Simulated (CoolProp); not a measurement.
The numbers come from the reference Helmholtz-energy equation of state, Span 2000 in CoolProp.

Q: Give the vapour pressure (bar), liquid density (kg/m³), vapour density (kg/m³), enthalpy of vaporisation (kJ/kg) of saturated nitrogen at -175.65 °C.

A: 
| T (°C) | p (bar) | liquid density (kg/m³) | vapour density (kg/m³) | enthalpy of vaporisation (kJ/kg) |
|---|---|---|---|---|
| -175.65 | 6.52 | 704 | 26.8 | 166 |
